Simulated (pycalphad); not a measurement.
An equivalent pycalphad script:

```python
from pycalphad import Database, equilibrium, calculate, variables as v
import numpy as np
db = Database('COST507.tdb')
comps = ['AL', 'MG', 'SI', 'VA']
phases = ['ALMG_BETA', 'ALMG_EPS', 'ALMG_GAMMA', 'DIAMOND_A4', 'FCC_A1', 'HCP_A3', 'LIQUID', 'MG2SI']
eq = equilibrium(db, comps, phases, {v.X('MG'): 0.0828, v.X('SI'): 0.0232, v.T: np.arange(1650, 349, -25), v.P: 101325, v.N: 1}, output=['HM', 'SM'])
```

Source of the numbers: pycalphad with the COST 507 light-alloy database (1999); pressure 1 atm. No gas phase is included, though pure Mg would boil below 1650 K. The database dates from 1999; later assessments differ in places, in temperatures and in the compounds included. Phase fractions are per mole of atoms. Diffusion is slow at the low end, where real alloys seldom reach equilibrium.

Results at three of the temperatures:

```
T = 1325.00 K, P = 101325 Pa, N = 1 mol of atoms
G = -72581 J/mol, H = 40881 J/mol, S = 85.63 J/(mol K)  (SER reference)
chemical potentials (J/mol): Al -69290, Mg -102623, Si -92176
phase             fraction      x(Al)      x(Mg)      x(Si)
LIQUID              1.0000     0.8940     0.0828     0.0232
```

```
T = 1175.00 K, P = 101325 Pa, N = 1 mol of atoms
G = -60018 J/mol, H = 36104 J/mol, S = 81.81 J/(mol K)  (SER reference)
chemical potentials (J/mol): Al -57040, Mg -87880, Si -75308
phase             fraction      x(Al)      x(Mg)      x(Si)
LIQUID              1.0000     0.8940     0.0828     0.0232
```

```
T = 500.00 K, P = 101325 Pa, N = 1 mol of atoms
G = -17443 J/mol, H = 3970 J/mol, S = 42.83 J/(mol K)  (SER reference)
chemical potentials (J/mol): Al -15728, Mg -24655, Si -57775
phase             fraction      x(Al)      x(Mg)      x(Si)
FCC_A1              0.9304     0.9609     0.0391   1.73e-09
MG2SI               0.0696       none     0.6667     0.3333
```

Changes of the phase set, refined by bisection:

| T (K) | phases above | phases below |
|---|---|---|
| 884.7 | LIQUID | FCC_A1 + LIQUID |
| 866.7 | FCC_A1 + LIQUID | FCC_A1 + LIQUID + MG2SI |
| 858.9 | FCC_A1 + LIQUID + MG2SI | FCC_A1 + MG2SI |
| 477.2 | FCC_A1 + MG2SI | ALMG_BETA + FCC_A1 + MG2SI |

Database names, with the compositions (at.%) that they take in these runs: MG2SI: Mg 67 Si 33; ALMG_BETA: Al 61 Mg 39. FCC_A1 is fcc. An entry "none" or "no" means that the model of the phase leaves that element out.
